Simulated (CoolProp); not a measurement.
The fluid at 298.15 K and 0.299 MPa expands adiabatically to 0.0225 MPa with isentropic efficiency 0.7. The same conditions are run with several fluids, on thermodynamics alone (safety and materials aside).

Model: reference Helmholtz-energy equation of state of each fluid (sulfur dioxide: Gao 2016; CH3F (R41): Lemmon 2006; R152A: Outcalt 1996; nitrogen: Span 2000; R404A: Lemmon 2003), in CoolProp. Blends and air are pseudo-pure fits.

```tsv
fluid	work (kJ/kg)	final temperature (K)	final phase	final density (kg/m³)
sulfur dioxide	56.1	233.8	two-phase, vapour fraction 0.943	0.794
CH3F (R41)	97.1	200.6	gas	0.463
R152A	55.1	231.7	gas	0.781
nitrogen	113	188.8	gas	0.402
R404A	39.0	245.3	gas	1.09
```
